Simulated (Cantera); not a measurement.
# Ignition delay

Mixture: CH4 : O2 : N2 : H2O = 1 : 1.25 : 4.7 : 0.63 (molar parts), equivalence ratio 1.6, at 37000 Pa, adiabatic and at constant volume. Ignition delay is the time to a rise of 400 K.

Detailed kinetics in Cantera: GRI-Mech 3.0 (53 species, 325 reactions).

| T0 (K) | delay (ms) |
|---|---|
| 1248 | 80.0 |
| 1323 | 28.6 |
| 1398 | 11.0 |
| 1473 | 4.56 |
| 1548 | 2.08 |
| 1623 | 1.04 |
| 1698 | 0.568 |
| 1773 | 0.333 |
| 1848 | 0.207 |
| 1923 | 0.135 |

The apparent activation energy between 1773 and 1923 K is 170 kJ/mol.
